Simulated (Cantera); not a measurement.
**Thermodynamics of carbothermic reduction, feed MgO + CO**

A closed system holds: 1 mol MgO, 0.91 mol CO, held at 15.0 Pa.

Equilibrium computed with Cantera from the NASA thermochemical tables; the gas is ideal and each condensed phase is pure. Candidate condensed phases: C, Mg, MgCO3, MgO; 15 gas species. Rates play no part.

```tsv
T (°C)	x CO	x Mg	x CO2	x O	x O2	n MgO(s)
1652	0.839	0.0806	0.0804	0.000162	2.91e-5	0.920
1702	0.778	0.111	0.110	0.000556	0.000153	0.886
1752	0.703	0.149	0.146	0.00182	0.000756	0.840
1802	0.611	0.196	0.183	0.00563	0.00350	0.775
1852	0.500	0.256	0.211	0.0164	0.0147	0.670
1902	0.356	0.347	0.198	0.0433	0.0529	0.424
1952	0.252	0.422	0.137	0.0823	0.101	0
2002	0.272	0.411	0.105	0.110	0.0979	0
2052	0.288	0.399	0.0781	0.141	0.0901	0
```
x: gas mole fraction; n: condensed amount in mol.

From 1652 °C to 1902 °C the condensed part is MgO(s). From 1952 °C to 2052 °C nothing is condensed. The main Mg-bearing gas is Mg throughout.
